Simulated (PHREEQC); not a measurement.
A solution holds 0.0017 mol CaCl2 per kg of water, at 80 °C. Closed to the air; pH follows from the charge balance.

Model: ion-association model, phreeqc.dat, run in PHREEQC.

```yaml
ionic_strength: 0.00510 mol/kgw
specific_conductance: 1070 µS/cm
```

| species | molality | activity | log γ |
|---|---|---|---|
| Cl- | 0.00340 | 0.00312 | -0.037 |
| Ca+2 | 0.00170 | 0.00122 | -0.145 |
| H+ | 5.51e-7 | 5.10e-7 | -0.034 |
| OH- | 5.51e-7 | 5.05e-7 | -0.038 |

This is a speciation only: nothing precipitates in the calculation. Constants without temperature data keep their 25 °C values here.
